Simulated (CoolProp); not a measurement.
o-xylene at several states: fugacity coefficient from the reference equation and from simpler models built on Tc = 630.3 K, pc = 3737 kPa, ω = 0.312; each cubic takes its own stable root.

Values from CoolProp's reference Helmholtz-energy equation of state, Zhou 2012.

| T (K) | p (kPa) | phase | reference |
|---|---|---|---|
| 521.6 | 18.5 | gas | 0.9965 |
| 325.9 | 7460 | liquid | 0.0007313 |
| 447.7 | 190 | gas | 0.9358 |
| 404.6 | 14.1 | gas | 0.9928 |
| 271.1 | 2030 | liquid | 8.263e-5 |

Problem. How far does each simpler model (van der Waals, Soave-Redlich-Kwong) lie from the reference over these 5 states: mean and median of the absolute difference, and the worst?

Solution. 
- van der Waals: mean 5650.6 %, median 3.3 %, worst +24310.0 % at 271.1 K and 2030 kPa
- Soave-Redlich-Kwong: mean 1.5 %, median 0.2 %, worst -5.6 % at 271.1 K and 2030 kPa
